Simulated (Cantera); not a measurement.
Cantera run:

```python
import numpy as np
import cantera as ct

gas_names = [...]  # 109 gases of nasa_gas.yaml made of C, Cl, H, Si
cond_names = """
    C(gr) C6H6(L) C7H8(L) C8H18(L),n-octa Si(cr) Si(L) SiC(b)
""".split()


# ... load() reads the species with a 1 bar reference pressure and builds the phases ...
atoms = {
    'SiHCl3': {'Si': 1, 'H': 1, 'CL': 3},
    'CH4': {'C': 1, 'H': 4},
    'H2': {'H': 2},
}
top_T = {'C(gr)': 4500, 'SiC(b)': 3050}  # K; cautious upper limits of use, not melting points


# ... equilibrate(T, P, feed) seeds the gas with the atoms and calls Mixture.equilibrate('TP', solver="vcs", rtol=1e-11, max_steps=5000) ...
results = []
feed = {'SiHCl3': 1, 'CH4': 0.15, 'H2': 200}  # mol
P = 1000  # Pa
for T in [1600, 1700, 1800, 1900, 2000, 2100, 2200, 2300, 2400, 2500, 2600]:
    mix = equilibrate(T, P, feed)
    results.append((T, P, feed, dict(zip(mix.species_names, mix.species_moles))))
    x = sorted(zip(gas.X, gas.species_names), reverse=True)
    print(f"T = {T:g} K  P = {P:g} Pa  gas = {mix.phase_moles(0):.4g} mol")
    print("   x: " + "  ".join(f"{s} {v:.3e}" for v, s in x if v > 1e-05))
    print("   condensed (mol): " + ("  ".join(f"{mix.phase(i).name} {mix.phase_moles(i):.4g}"
          for i in range(1, mix.n_phases) if mix.phase_moles(i) > 1e-12) or "none"))
```

Output:

```
T = 1600 K  P = 1000 Pa  gas = 202.4 mol
   x: H2 9.853e-01  HCL 1.353e-02  SiCL2 6.405e-04  H 5.397e-04
   condensed (mol): Si(cr) 0.7158  SiC(b) 0.15
T = 1700 K  P = 1000 Pa  gas = 202.5 mol
   x: H2 9.843e-01  HCL 1.346e-02  H 1.462e-03  SiCL2 6.598e-04  Si 6.786e-05  CL 1.555e-05  SiCL 1.493e-05  SiH2 1.397e-05  SiH 1.042e-05
   condensed (mol): Si(L) 0.6943  SiC(b) 0.1499
T = 1800 K  P = 1000 Pa  gas = 202.7 mol
   x: H2 9.818e-01  HCL 1.356e-02  H 3.548e-03  SiCL2 5.793e-04  Si 3.176e-04  SiCL 3.763e-05  CL 3.751e-05  SiH 3.590e-05  SiH2 2.939e-05
   condensed (mol): Si(L) 0.6455  SiC(b) 0.1492
T = 1900 K  P = 1000 Pa  gas = 203.4 mol
   x: H2 9.765e-01  HCL 1.356e-02  H 7.842e-03  Si 1.261e-03  SiCL2 5.097e-04  SiH 1.082e-04  SiCL 8.539e-05  CL 8.219e-05  SiH2 5.694e-05  Si2C 2.211e-05  Si2 1.013e-05
   condensed (mol): Si(L) 0.4291  SiC(b) 0.1452
T = 2000 K  P = 1000 Pa  gas = 204.7 mol
   x: H2 9.660e-01  H 1.598e-02  HCL 1.367e-02  Si 3.240e-03  SiCL2 3.445e-04  SiH 2.161e-04  CL 1.684e-04  SiCL 1.339e-04  Si2C 8.883e-05  SiH2 7.633e-05  Si2 2.500e-05
   condensed (mol): SiC(b) 0.1298
T = 2100 K  P = 1000 Pa  gas = 206.3 mol
   x: H2 9.509e-01  H 3.038e-02  HCL 1.388e-02  Si 3.711e-03  CL 3.262e-04  SiH 1.963e-04  Si2C 1.518e-04  SiCL2 1.205e-04  C2H2,acetylene 1.079e-04  SiCL 9.918e-05  SiH2 4.826e-05  SiC2 1.879e-05  Si2 1.345e-05
   condensed (mol): SiC(b) 0.06605
T = 2200 K  P = 1000 Pa  gas = 209 mol
   x: H2 9.266e-01  H 5.422e-02  HCL 1.361e-02  Si 4.218e-03  CL 5.796e-04  C2H2,acetylene 2.674e-04  SiH 1.797e-04  Si2C 8.850e-05  SiCL 7.377e-05  SiC2 4.564e-05  SiCL2 4.415e-05  SiH2 3.160e-05
   condensed (mol): none
T = 2300 K  P = 1000 Pa  gas = 213.1 mol
   x: H2 8.898e-01  H 9.129e-02  HCL 1.303e-02  Si 4.341e-03  CL 9.629e-04  C2H2,acetylene 2.887e-04  SiH 1.504e-04  SiCL 5.062e-05  SiC2 4.499e-05  Si2C 3.136e-05  SiH2 1.934e-05  SiCL2 1.559e-05
   condensed (mol): none
T = 2400 K  P = 1000 Pa  gas = 219.4 mol
   x: H2 8.361e-01  H 1.454e-01  HCL 1.212e-02  Si 4.317e-03  CL 1.504e-03  C2H2,acetylene 2.902e-04  SiH 1.222e-04  SiC2 4.126e-05  SiCL 3.401e-05  SiH2 1.165e-05  Si2C 1.113e-05
   condensed (mol): none
T = 2500 K  P = 1000 Pa  gas = 228.6 mol
   x: H2 7.627e-01  H 2.196e-01  HCL 1.088e-02  Si 4.198e-03  CL 2.214e-03  C2H2,acetylene 2.797e-04  SiH 9.687e-05  SiC2 3.692e-05  SiCL 2.249e-05
   condensed (mol): none
T = 2600 K  P = 1000 Pa  gas = 241.6 mol
   x: H2 6.692e-01  H 3.140e-01  HCL 9.333e-03  Si 4.008e-03  CL 3.069e-03  C2H2,acetylene 2.581e-04  SiH 7.484e-05  SiC2 3.258e-05  SiCL 1.458e-05  C2H 1.066e-05
   condensed (mol): none
```

Equilibrium computed with Cantera from the NASA thermochemical tables; the gas is ideal and each condensed phase is pure. Mutual solubility and eutectic melting of coexisting phases are not modelled. The tables' values for SiCl are old estimates; treat these amounts as uncertain. Gases not in the tables: Si2H6 and higher silanes.
